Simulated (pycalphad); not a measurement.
All values are pycalphad results on the COST 507 light-alloy database (1999) (1 atm), not direct measurements. The data set is of 1999 and partly superseded. Amounts are mole fractions of atoms.

**Question.** Give the equilibrium state of Si-1.52Fe (wt.%) at 1097 °C.

**Answer.** diamond (Si), fraction 0.974, with no Fe wt.%; FESI2_H, fraction 0.026, with 46.0 Fe wt.%.

**Question.** Give the equilibrium state of Si-1.52Fe (wt.%) at 1337 °C.

**Answer.** diamond (Si), fraction 0.953, with no Fe wt.%; liquid, fraction 0.047, with 28.2 Fe wt.%.

Database names, with the compositions (at.%) that they take in these runs: FESI2_H: Si 70 Fe 30. An entry "none" or "no" means that the model of the phase leaves that element out.
